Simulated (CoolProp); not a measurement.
Computed with CoolProp (reference Helmholtz-energy equation of state, Lemmon 2006). It is a short technical equation, of lower accuracy than the large ones.

Task: For neopentane, give the phase and the Joule-Thomson coefficient (K/MPa), expansivity (1/kK) at 473.9 K and 12.4 MPa.

Result: 
- 473.9 K and 12.4 MPa: supercritical; Joule-Thomson coefficient 0.546, expansivity 3.57
